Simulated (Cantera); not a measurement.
A freely propagating, adiabatic, planar premixed flame of CH₄ : O₂ : N₂ = 1 : 1.67 : 5.83 (molar parts), unburnt at 498 K and 390 Torr; mixture-averaged transport, grid criteria slope 0.08 and curve 0.16, no radiation.

Cantera simulation using GRI-Mech 3.0 (53 species, 325 reactions); the numbers are that mechanism's predictions, not measurements. Burning velocities carry a grid error of a few per cent, more on coarse grids.

**Question.** Predict: laminar burning velocity; thermal thickness; peak x(H₂); peak x(HCN); peak x(CO).

**Answer.** 
```
Quantity                    Result
------------------------  --------
laminar burning velocity  111 cm/s
thermal thickness         0.587 mm
peak x(H₂)                  0.0421
peak x(HCN)                1.39e-5
peak x(CO)                  0.0723
```
